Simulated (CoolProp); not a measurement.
Properties of R152A along the isotherm 500 K (Tc = 386.4 K, pc = 4.517 MPa, ω = 0.275).

Computed with CoolProp (reference Helmholtz-energy equation of state, Outcalt 1996). It is a modified Benedict-Webb-Rubin equation, recast in Helmholtz form.

| p (MPa) | phase | speed of sound (m/s) | conductivity (mW/(m K)) |
|---|---|---|---|
| 0.0714 | gas | (withheld) | 33.8 |
| 0.127 | gas | (withheld) | 33.8 |
| 0.226 | gas | 261.0 | 33.8 |
| 0.402 | gas | (withheld) | (withheld) |
| 0.714 | gas | (withheld) | (withheld) |
| 1.27 | gas | 254.5 | 34.4 |
| 2.26 | gas | 248.4 | (withheld) |
| 4.02 | gas | 238.1 | 36.6 |
| 7.14 | supercritical | 223.9 | 41.1 |
| 12.7 | supercritical | 229.4 | 53.1 |
| 22.6 | supercritical | (withheld) | 67.9 |

Problem. Complete the blanks.

Solution. 
- 0.0714, speed of sound (m/s): 262.0
- 0.127, speed of sound (m/s): 261.6
- 0.402, speed of sound (m/s): 259.9
- 0.402, conductivity (mW/(m K)): 33.9
- 0.714, speed of sound (m/s): 258.0
- 0.714, conductivity (mW/(m K)): 34.1
- 2.26, conductivity (mW/(m K)): 35.1
- 22.6, speed of sound (m/s): 332.7

Thermal conductivity comes from a separate model (Krauss 1996).
